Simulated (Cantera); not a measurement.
Ignition delay

Mixture: 9.53 % CH₄, 0.362 % C₂H₆, 0.810 % C₃H₈, 18.8 % O₂, 70.5 % N₂, equivalence ratio 1.3, at 7500 Torr, adiabatic and at constant pressure. Ignition delay is the time to a rise of 400 K.

Computed with Cantera and GRI-Mech 3.0 (53 species, 325 reactions).

```
T0 (K)  delay (ms)
------  ----------
1473        0.0669
1548        0.0322
1623        0.0170
1698       0.00983
1773       0.00610
```

- apparent activation energy between 1623 and 1773 K: 160 kJ/mol
